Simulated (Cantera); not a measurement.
A closed system holds: 1 mol SiC, 0.89 mol H₂O, 320 mol N₂, 0.018 mol N₂O, at 1773 K and 1.00 Torr.

Equilibrium computed with Cantera from the NASA thermochemical tables; the gas is ideal and each condensed phase is pure. Candidate condensed phases: C, C₆H₆, C₇H₈, C₈H₁₈, H₂O, Si, SiC, SiO₂, Si₂N₂O, Si₃N₄; 151 gas species. The numbers say what is thermodynamically allowed, not how fast it happens.

Base state: N₂ 0.994, H₂ 0.00255, CO 0.00161, SiO 0.00121, Si 0.000410, H 0.000394, HCN 2.24e-5 (mole fractions); condensed: SiC(s).

**Question.** What changes in the equilibrium state with this change: temperature from 1773 K to 975 K?

**Answer.** 
```csv
species,before,after
N₂,0.994,0.996
H₂,0.00255,0.00277
CO,0.00161,0.00127
SiO,0.00121,<1e-9
Si,0.000410,<1e-9
H,0.000394,1.65e-9
HCN,2.24e-5,1.81e-7
"SiC(s), mol",0.472,0
"C(graphite), mol",0,0.592
"Si₂N₂O(s), mol",0,0.500
```

**Question.** What changes in the equilibrium state with this change: temperature from 1773 K to 1323.15 K?

**Answer.** 
```
species             before    after
----------------  --------  -------
N₂                   0.994    0.996
H₂                 0.00255  0.00277
CO                 0.00161  0.00127
SiO                0.00121  1.04e-6
Si                0.000410    <1e-9
H                 0.000394  2.29e-6
HCN                2.24e-5  1.35e-5
SiC(s), mol          0.472        0
C(graphite), mol         0    0.588
Si₂N₂O(s), mol           0    0.500
```
